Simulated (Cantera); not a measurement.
What does this Cantera script print?

```python
import numpy as np
import cantera as ct

gas_names = [...]  # 86 gases of nasa_gas.yaml made of C, H
cond_names = """
    C(gr) C6H6(L) C7H8(L) C8H18(L),n-octa
""".split()


# ... load() reads the species with a 1 bar reference pressure and builds the phases ...
atoms = {
    'C2H4': {'C': 2, 'H': 4},
    'H2': {'H': 2},
}
top_T = {'C(gr)': 4500}  # K; cautious upper limits of use, not melting points


# ... equilibrate(T, P, feed) seeds the gas with the atoms and calls Mixture.equilibrate('TP', solver="vcs", rtol=1e-11, max_steps=5000) ...
results = []
feed = {'C2H4': 1, 'H2': 5.7}  # mol
P = 4000  # Pa
for T in [2500, 2750, 3000, 3250, 3500, 3750, 4000, 4250, 4500, 4750, 5000]:
    mix = equilibrate(T, P, feed)
    results.append((T, P, feed, dict(zip(mix.species_names, mix.species_moles))))

top = {s: max(r[3][s] / sum(r[3][g] for g in gas_names) for r in results) for s in gas_names}
cols = sorted((s for s in top if top[s] > 0.0001), key=lambda s: -top[s])[:7]
seen = [c for c in cond_names if any(r[3].get(c, 0) > 1e-12 for r in results)]
print("log10 of partial pressures in bar; condensed amounts in mol")
print(f"{'T/K':>10s}" + "".join(f"{s[:9]:>10s}" for s in cols + seen))
for T, P, feed, n in results:
    ng = sum(n[g] for g in gas_names)
    print(f"{T:10.4g}" + "".join(f"{np.log10(max(n[s] / ng * P / 1e5, 1e-99)):10.3f}" for s in cols)
          + "".join(f"{n.get(c, 0):10.4g}" for c in seen))
```

Output:

```
log10 of partial pressures in bar; condensed amounts in mol
       T/K         H        H2         C        C3 C2H2,acet        C2       C2H     C(gr)
      2500    -2.328    -1.457    -6.779    -6.304    -3.423    -7.339    -5.438     1.842
      2750    -1.943    -1.557    -5.423    -4.773    -3.107    -5.787    -4.430      1.61
      3000    -1.681    -1.759    -4.295    -3.506    -2.965    -4.499    -3.652    0.9869
      3250    -1.535    -2.083    -3.506    -2.932    -3.326    -3.740    -3.400         0
      3500    -1.468    -2.479    -3.017    -3.002    -4.125    -3.464    -3.617         0
      3750    -1.450    -2.903    -2.659    -3.266    -5.033    -3.359    -3.979         0
      4000    -1.450    -3.306    -2.452    -3.812    -6.067    -3.477    -4.522         0
      4250    -1.452    -3.664    -2.373    -4.609    -7.190    -3.791    -5.212         0
      4500    -1.452    -3.981    -2.350    -5.457    -8.279    -4.164    -5.918         0
      4750    -1.451    -4.264    -2.343    -6.255    -9.279    -4.524    -6.576         0
      5000    -1.451    -4.519    -2.340    -6.986   -10.187    -4.856    -7.177         0
```

These are equilibrium values from Cantera (NASA tables, ideal gas, pure condensed phases), not measurements of a reactor.
